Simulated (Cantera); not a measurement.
A closed system holds: 1 mol Al, 0.75 mol HCl, 13 mol N2, 4.1 mol N2O, at 10.0 mbar.

Cantera equilibrium calculation (NASA polynomials, part measured and part estimated; ideal gas, pure solids and liquids). Candidate condensed phases: Al, AlCl3, AlN, Al2O3, H2O, NH4Cl; 45 gas species. The numbers say what is thermodynamically allowed, not how fast it happens. All values below are at 1725 K.

Base state: N2 0.889, O2 0.0631, HCl 0.0252, Cl 0.0137, H2O 0.00676, NO 0.00186, OH 0.000262, O 0.000146 (mole fractions); condensed: Al2O3(s).

Q: What changes in the equilibrium state with this change: HCl from 0.75 to 2.5 mol?

A: 
| species | before | after |
|---|---|---|
| N2 | 0.889 | 0.811 |
| HCl | 0.0252 | 0.0878 |
| O2 | 0.0631 | 0.0530 |
| Cl | 0.0137 | 0.0305 |
| H2O | 0.00676 | 0.0152 |
| Cl2 | 3.93e-5 | 0.000194 |
| H2 | 6.99e-6 | 1.72e-5 |
| Al2O3(s), mol | 0.500 | 0.500 |
